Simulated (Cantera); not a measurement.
Input (Python, Cantera) and output of one run.

```python
import numpy as np
import cantera as ct

gas_names = [...]  # 92 gases of nasa_gas.yaml made of C, H, N
cond_names = """
    C(gr) C6H6(L) C7H8(L) C8H18(L),n-octa
""".split()


# ... load() reads the species with a 1 bar reference pressure and builds the phases ...
atoms = {
    'CH4': {'C': 1, 'H': 4},
    'NH3': {'N': 1, 'H': 3},
}
top_T = {'C(gr)': 4500}  # K; cautious upper limits of use, not melting points


# ... equilibrate(T, P, feed) seeds the gas with the atoms and calls Mixture.equilibrate('TP', solver="vcs", rtol=1e-11, max_steps=5000) ...
results = []
feed = {'CH4': 1, 'NH3': 2.8}  # mol
P = 1333.22  # Pa
for T in [1675, 1825, 1975, 2125, 2275, 2425, 2575]:
    mix = equilibrate(T, P, feed)
    results.append((T, P, feed, dict(zip(mix.species_names, mix.species_moles))))

top = {s: max(r[3][s] / sum(r[3][g] for g in gas_names) for r in results) for s in gas_names}
cols = sorted((s for s in top if top[s] > 1e-06), key=lambda s: -top[s])[:6]
seen = [c for c in cond_names if any(r[3].get(c, 0) > 1e-12 for r in results)]
print("log10 of partial pressures in bar; condensed amounts in mol")
print(f"{'T/K':>10s}" + "".join(f"{s[:9]:>10s}" for s in cols + seen))
for T, P, feed, n in results:
    ng = sum(n[g] for g in gas_names)
    print(f"{T:10.4g}" + "".join(f"{np.log10(max(n[s] / ng * P / 1e5, 1e-99)):10.3f}" for s in cols)
          + "".join(f"{n.get(c, 0):10.4g}" for c in seen))
```

Output:

```
log10 of partial pressures in bar; condensed amounts in mol
       T/K        H2         H        N2       HCN C2H2,acet       HNC     C(gr)
      1675    -1.964    -4.917    -2.611    -4.784    -6.200    -6.336    0.9896
      1825    -1.966    -4.339    -2.614    -4.450    -5.634    -5.846    0.9762
      1975    -1.970    -3.849    -2.618    -4.169    -5.158    -5.434     0.951
      2125    -1.981    -3.430    -2.627    -3.934    -4.756    -5.087    0.9076
      2275    -2.001    -3.072    -2.642    -3.741    -4.421    -4.796    0.8381
      2425    -2.041    -2.767    -2.667    -3.588    -4.148    -4.558    0.7354
      2575    -2.109    -2.515    -2.703    -3.477    -3.941    -4.372     0.594
```

Method: chemical equilibrium by Gibbs-energy minimisation in Cantera with the NASA 1993 tables (ideal gas, pure condensed phases).
